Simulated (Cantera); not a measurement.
An isothermal, constant-pressure homogeneous reactor starts with CH4 : H2 = 1 : 4.6 (molar parts), at 1473 K and 37.0 Pa. Integrator tolerance rtol = 1e-08.

Model: GRI-Mech 3.0 (53 species, 325 reactions), integrated in Cantera. GRI-Mech 3.0 stops at C3 and has no aromatics, soot or wall deposition, so with more carbon than oxygen in the feed, carbon stays in small species such as C2H2 where larger ones or solid carbon would form. Radical loss at walls, strong at low pressure, is not modelled.

Q: What does this change do: pressure from 37.0 Pa to 890 Pa?

A: 
```csv
quantity,before,after
x(CH4) at 5.00 s,0.178 (gas-phase equilibrium 0.000103),0.155 (gas-phase equilibrium 0.00245)
x(H2) at 5.00 s,0.822 (gas-phase equilibrium 0.924),0.835 (gas-phase equilibrium 0.923)
x(C2H2) at 5.00 s,1.42e-5 (gas-phase equilibrium 0.0757),0.00932 (gas-phase equilibrium 0.0745)
x(C2H) at 5.00 s,1.45e-12 (gas-phase equilibrium 8.28e-8),1.16e-9 (gas-phase equilibrium 1.66e-8)
x(H) at 5.00 s,5.28e-5 (gas-phase equilibrium 0.000636),6.54e-5 (gas-phase equilibrium 0.000130)
x(C2H6) at 5.00 s,2.14e-6 (gas-phase equilibrium 3.49e-11),1.58e-5 (gas-phase equilibrium 1.98e-8)
```
